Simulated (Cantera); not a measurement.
Input (Python, Cantera):

```python
import numpy as np
import cantera as ct

gas = ct.Solution("SiF4_NH3_mec.yaml", "gas")
gas.TPX = 1900, 13332, {'NH3': 1, 'H2': 3.4}
inlet = ct.Reservoir(gas, clone=True)

reactor = ct.IdealGasConstPressureReactor(gas, energy="off", clone=False)
exhaust = ct.Reservoir(gas, clone=True)
tau = [7.1, 2, 0.58, 0.16, 0.047, 0.013, 0.0038, 0.0011, 0.00031][0]
for a, b in ((inlet, reactor), (reactor, exhaust)):
    ct.MassFlowController(a, b, mdot=lambda t: reactor.mass / tau)
net = ct.ReactorNet([reactor])
show = ['NH3', 'H2', 'N2H4', 'N2', 'N', 'H', 'NH2']

rows = []
print(f"{'tau/s':>10s}{'T/K':>9s}" + "".join(f"{s:>11s}" for s in show))
for tau in [7.1, 2, 0.58, 0.16, 0.047, 0.013, 0.0038, 0.0011, 0.00031]:
    net.initial_time = 0.0
    net.advance(30 * tau)
    before = gas.X
    net.advance(40 * tau)
    drift = np.max(np.abs(gas.X - before) / (gas.X + 1e-9))
    rows.append([gas.T, *gas[show].X, drift])
    print(f"{tau:10.3e}{gas.T:9.1f}" + "".join(f"{x:11.3e}" for x in gas[show].X))
```

Result:

```
     tau/s      T/K        NH3         H2       N2H4         N2          N          H        NH2
 7.100e+00   1900.0  2.584e-02  8.912e-01  7.042e-10  8.199e-02  3.696e-07  8.595e-04  6.976e-05
 2.000e+00   1900.0  6.969e-02  8.655e-01  2.651e-09  6.411e-02  3.651e-07  6.001e-04  1.352e-04
 5.800e-01   1900.0  1.353e-01  8.267e-01  6.415e-09  3.737e-02  3.580e-07  4.593e-04  2.103e-04
 1.600e-01   1900.0  1.909e-01  7.938e-01  1.004e-08  1.467e-02  3.469e-07  3.909e-04  2.630e-04
 4.700e-02   1900.0  2.154e-01  7.793e-01  1.139e-08  4.681e-03  3.277e-07  3.623e-04  2.801e-04
 1.300e-02   1900.0  2.241e-01  7.741e-01  1.056e-08  1.136e-03  2.706e-07  3.330e-04  2.697e-04
 3.800e-03   1900.0  2.266e-01  7.728e-01  6.687e-09  1.797e-04  1.350e-07  2.616e-04  2.146e-04
 1.100e-03   1900.0  2.271e-01  7.726e-01  1.407e-09  7.234e-06  1.327e-08  1.196e-04  9.841e-05
 3.100e-04   1900.0  2.272e-01  7.727e-01  1.225e-10  1.087e-07  3.433e-10  3.529e-05  2.906e-05
```

Cantera simulation using the gas-phase N/H chemistry of the illustrative SiF4/NH3 mechanism in the Surface Chemkin manual (1991); the numbers are that mechanism's predictions, not measurements. Walls and surfaces, which speed up NH3 decomposition in real reactors, are not modelled.
